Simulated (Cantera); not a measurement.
Low-pressure radical oxidation in H2/O2

An isothermal, constant-pressure homogeneous reactor starts with 15.6 % H2, 84.4 % O2, equivalence ratio 0.093, at 975 K and 0.0132 atm.

Model: GRI-Mech 3.0 (53 species, 325 reactions), integrated in Cantera. Radical loss at walls, strong at low pressure, is not modelled. The temperature is held fixed by assumption; the heat of reaction is taken as removed at once.

```csv
t (s),x H2,x O2,x H,x O,x H2O,x HO2
1.00e-5,0.156,0.844,6.18e-12,<1e-12,<1e-12,6.34e-12
3.39e-5,0.156,0.844,2.02e-11,1.82e-12,<1e-12,2.15e-11
0.000115,0.156,0.844,6.87e-11,1.81e-11,1.44e-11,7.32e-11
0.000389,0.156,0.844,3.93e-10,2.05e-10,3.58e-10,2.53e-10
0.00132,0.156,0.844,2.84e-8,1.72e-8,4.54e-8,1.50e-9
0.00447,0.117,0.824,0.0185,0.00893,0.0288,8.25e-6
0.0152,0.00238,0.819,0.00639,0.00893,0.161,1.45e-5
0.0514,0.000153,0.830,6.80e-5,0.000521,0.169,5.41e-6
0.174,1.10e-5,0.830,1.38e-6,3.90e-5,0.169,9.41e-7
0.590,9.74e-7,0.830,6.10e-8,4.86e-6,0.169,1.52e-7
2.00,1.29e-7,0.831,4.77e-9,8.93e-7,0.169,3.06e-8
```
x: mole fraction; the columns are a selection and need not sum to one.

Equilibrium at this temperature and pressure: H2 6.60e-11, O2 0.831, H <1e-12, O 5.73e-10, H2O 0.169, HO2 7.67e-10 (gas phase only).
